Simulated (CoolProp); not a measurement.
Vapour pressure (MPa) of decamethylcyclopentasiloxane (D5): the reference equation beside estimates from Tc = 345.1 °C, pc = 1.078 MPa, ω = 0.631. Clausius-Clapeyron is anchored at 173.25 °C with a constant enthalpy of vaporisation of 45.62 kJ/mol.

Computed with CoolProp (reference Helmholtz-energy equation of state, Thol 2019).

| T (°C) | reference | Lee-Kesler | Clausius-Clapeyron | van der Waals | Redlich-Kwong | Soave-Redlich-Kwong | Peng-Robinson |
|---|---|---|---|---|---|---|---|
| 119.95 | 0.006037 | 0.006285 | 0.007181 | 0.1298 | 0.03954 | 0.006270 | 0.006649 |
| 130.55 | 0.009185 | 0.009425 | 0.01036 | 0.1500 | 0.05087 | 0.009410 | 0.009877 |
| 141.25 | 0.01362 | 0.01381 | 0.01471 | 0.1724 | 0.06458 | 0.01380 | 0.01436 |
| 151.95 | [?] | 0.01976 | 0.02053 | 0.1970 | 0.08082 | 0.01976 | 0.02039 |
| 162.55 | 0.02759 | 0.02754 | 0.02811 | 0.2235 | 0.09965 | 0.02759 | 0.02826 |
| 173.25 | 0.03801 | 0.03775 | 0.03801 | 0.2525 | 0.1217 | 0.03786 | 0.03854 |
| 183.95 | 0.05132 | 0.05077 | [?] | 0.2838 | 0.1470 | 0.05101 | [?] |
| 194.55 | 0.06786 | [?] | 0.06652 | 0.3172 | 0.1755 | 0.06739 | 0.06790 |
| 205.25 | 0.08851 | [?] | 0.08648 | 0.3534 | 0.2080 | 0.08790 | 0.08821 |
| 215.85 | 0.1134 | 0.1115 | 0.1109 | 0.3917 | 0.2441 | 0.1128 | 0.1128 |
| 226.55 | 0.1438 | 0.1413 | 0.1410 | 0.4330 | 0.2848 | 0.1432 | 0.1428 |

### Question
Some entries are withheld; supply them.

### Answer

- 151.95, reference: 0.01965
- 183.95, Clausius-Clapeyron: 0.05068
- 183.95, Peng-Robinson: 0.05163
- 194.55, Lee-Kesler: 0.06694
- 205.25, Lee-Kesler: 0.08713

Absolute difference from the reference over all 11 rows, mean and median: Lee-Kesler 1.5 and 1.4 %, Clausius-Clapeyron 5.1 and 2.2 %, van der Waals 772.0 and 564.3 %, Redlich-Kwong 260.8 and 220.2 %, Soave-Redlich-Kwong 1.0 and 0.6 %, Peng-Robinson 3.0 and 1.4 %.
